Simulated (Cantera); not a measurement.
A Cantera script and its output.

```python
import numpy as np
import cantera as ct

gas = ct.Solution("gri30.yaml")


def delay(T, t_max=10):
    gas.TPX = T, 68000, {'CO': 1, 'H2': 0.73, 'O2': 0.865, 'N2': 3.25}
    reactor = ct.IdealGasReactor(gas, clone=False)
    net = ct.ReactorNet([reactor])
    net.rtol, net.atol = 1e-8, 1e-16
    while net.time < t_max:
        t_old, T_old = net.time, reactor.T
        net.step()
        if reactor.T > T + 400:  # ignition: a rise of 400 K
            return t_old + (T + 400 - T_old) / (reactor.T - T_old) * (net.time - t_old)
    return np.nan


taus = []
for T in [1173, 1273, 1373, 1473, 1573, 1673]:
    taus.append(delay(T))
    print(f"T0 = {T:6g} K   tau = {taus[-1]:.4e} s")
```

Result:

```
T0 =   1173 K   tau = 9.6085e-05 s
T0 =   1273 K   tau = 6.3678e-05 s
T0 =   1373 K   tau = 4.8140e-05 s
T0 =   1473 K   tau = 4.0470e-05 s
T0 =   1573 K   tau = 3.7297e-05 s
T0 =   1673 K   tau = 3.7273e-05 s
```

Model: GRI-Mech 3.0 (53 species, 325 reactions), integrated in Cantera. Where the delays flatten at high temperature, the 400 K rule measures the pace of heat release, not the induction time.
